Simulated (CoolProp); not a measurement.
Properties of o-xylene at several states.

The numbers come from the reference Helmholtz-energy equation of state, Zhou 2012 in CoolProp.

```json
[
 {"T (°C)": "76.25", "p (MPa)": "0.0914", "phase": "liquid", "Z": "0.004014", "cv (kJ/(kg K))": "1.525", "Prandtl number": "6.99"},
 {"T (°C)": "174.95", "p (MPa)": "20.4", "phase": "liquid", "Z": "0.7538", "cv (kJ/(kg K))": "1.847", "Prandtl number": "5.35"},
 {"T (°C)": "266.75", "p (MPa)": "8.84", "phase": "liquid", "Z": "0.3163", "cv (kJ/(kg K))": "2.123", "Prandtl number": "4.21"},
 {"T (°C)": "130.65", "p (MPa)": "0.0652", "phase": "gas", "Z": "0.9653", "cv (kJ/(kg K))": "1.572", "Prandtl number": "0.641"}
]
```

Viscosity comes from a separate model (Cao 2016). Thermal conductivity comes from a separate model (Mylona 2014).
